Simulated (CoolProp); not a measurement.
Vapour pressure (bar) of normal hydrogen: the reference equation beside estimates from Tc = -240.0 °C, pc = 12.96 bar, ω = -0.219. Clausius-Clapeyron is anchored at -247.05 °C with a constant enthalpy of vaporisation of 0.7926 kJ/mol.

Values from CoolProp's reference Helmholtz-energy equation of state, Leachman 2009.

| T (°C) | reference | Lee-Kesler | Clausius-Clapeyron | van der Waals | Redlich-Kwong | Soave-Redlich-Kwong | Peng-Robinson |
|---|---|---|---|---|---|---|---|
| -253.15 | 0.9072 | 0.9081 | 1.319 | 1.164 | 0.2817 | 0.8576 | 0.9150 |
| -251.65 | 1.394 | 1.396 | 1.840 | 1.742 | 0.5758 | 1.359 | 1.426 |
| -250.15 | 2.044 | 2.046 | 2.456 | 2.485 | 1.053 | 2.036 | 2.107 |
| -248.55 | 2.947 | 2.947 | 3.216 | 3.480 | 1.823 | 2.979 | 3.049 |
| -247.05 | 4.019 | 4.017 | 4.019 | 4.618 | 2.846 | 4.096 | 4.158 |
| -245.55 | 5.338 | 5.334 | 4.901 | 5.967 | 4.211 | 5.459 | 5.510 |
| -244.05 | 6.936 | 6.931 | 5.856 | 7.539 | 5.966 | 7.090 | 7.126 |
| -242.45 | 8.988 | 8.987 | 6.946 | 9.473 | 8.314 | 9.146 | 9.164 |
| -240.95 | 11.29 | 11.29 | 8.027 | 11.54 | 11.01 | 11.39 | 11.39 |

Absolute difference from the reference over all 9 rows, mean and median: Lee-Kesler 0.1 and 0.1 %, Clausius-Clapeyron 20.2 and 20.2 %, van der Waals 15.1 and 14.9 %, Redlich-Kwong 32.1 and 29.2 %, Soave-Redlich-Kwong 2.1 and 1.9 %, Peng-Robinson 2.4 and 2.7 %.
